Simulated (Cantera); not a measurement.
Charge: 1 mol borazine, 2.2 mol H2, a varied amount of O2, held at 1327 °C and 26.3 Torr.

Cantera equilibrium calculation (NASA polynomials, part measured and part estimated; ideal gas, pure solids and liquids). Candidate condensed phases: B, BN, B2O3, B3O3H3, H2O; 39 gas species. The feed counts by its element totals alone. Mutual solubility and eutectic melting of coexisting phases are not modelled. Gases not in the tables: H3BO3. Rates play no part.

Task: Which condensed phases are stable at each of these points (n(O2) (mol)): 1.2, 2.6, 4.1, 5.5, 6.9, 8.3, 9.8?

Result: 
```tsv
n(O2) (mol)	condensed phases	B condensed (%)
1.2	BN(s) + B2O3(l)	94.7
2.6	B2O3(l)	80.5
4.1	B2O3(l)	51.2
5.5	B2O3(l)	38.4
6.9	B2O3(l)	33.4
8.3	B2O3(l)	28.9
9.8	B2O3(l)	24.4
```

At 1.2 mol O2 the condensed part is BN(s) + B2O3(l). From 2.6 mol O2 to 9.8 mol O2 the condensed part is B2O3(l). The share of B in condensed phases is highest at 1.2 mol O2 (94.7 %) and lowest at 9.8 mol O2 (24.4 %).
